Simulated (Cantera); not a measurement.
Equilibrium for chemical vapour transport: MgO + Cl2 + O2

Feed: 1 mol MgO, 1.4 mol Cl2, 0.038 mol O2, equilibrated at 1250 °C and 5.50 bar.

Cantera equilibrium calculation (NASA polynomials, part measured and part estimated; ideal gas, pure solids and liquids). Candidate condensed phases: Mg, MgCl2, MgO; 11 gas species. Mutual solubility and eutectic melting of coexisting phases are not modelled. The numbers say what is thermodynamically allowed, not how fast it happens.

```yaml
x(Cl2): 0.486
x(O2): 0.419
x(MgCl2): 0.0737
x(Cl): 0.0203
x(ClO): 0.000734
x(O): 1.53e-6
n(MgCl2(l)): 0.769 mol
n(MgO(s)): 0.149 mol
gas_amount: 1.105 mol
log10 activity of Mg(l) (absent): -15.02
```
